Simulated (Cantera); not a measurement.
A perfectly stirred reactor is fed with CH4 : CO2 = 1 : 1 (molar parts), at 550000 Pa; it is held at 1875 K, and followed from long to short residence time.

Computed with Cantera and GRI-Mech 3.0 (53 species, 325 reactions).

Problem. What does this change do: temperature 1875 to 1625 K?

Solution. 
| quantity | before | after |
|---|---|---|
| x(CH4) at τ = 6.30 s | 0.00595 | 0.0516 |
| x(CO2) at τ = 6.30 s | 0.00410 | 0.0326 |
| x(OH) at τ = 6.30 s | 5.17e-7 | 1.71e-7 |
| x(HCO) at τ = 6.30 s | 2.52e-7 | 4.46e-8 |
| x(CH2) at τ = 6.30 s | 2.48e-8 | 3.49e-9 |
| x(CH4) at τ = 98.0 ms | 0.0232 | 0.121 |
| x(CO2) at τ = 98.0 ms | 0.0291 | 0.161 |
| x(OH) at τ = 98.0 ms | 3.44e-6 | 4.55e-7 |
| x(HCO) at τ = 98.0 ms | 1.94e-7 | 1.54e-8 |
| x(CH2) at τ = 98.0 ms | 1.70e-7 | 1.91e-8 |

Problem. What does this change do: temperature 1875 to 1200 K?

Solution. 
| quantity | before | after |
|---|---|---|
| x(CH4) at τ = 6.30 s | 0.00595 | 0.496 |
| x(CO2) at τ = 6.30 s | 0.00410 | 0.499 |
| x(OH) at τ = 6.30 s | 5.17e-7 | <1e-12 |
| x(HCO) at τ = 6.30 s | 2.52e-7 | <1e-12 |
| x(CH2) at τ = 6.30 s | 2.48e-8 | <1e-12 |
| x(CH4) at τ = 98.0 ms | 0.0232 | 0.500 |
| x(CO2) at τ = 98.0 ms | 0.0291 | 0.500 |
| x(OH) at τ = 98.0 ms | 3.44e-6 | <1e-12 |
| x(HCO) at τ = 98.0 ms | 1.94e-7 | <1e-12 |
| x(CH2) at τ = 98.0 ms | 1.70e-7 | <1e-12 |
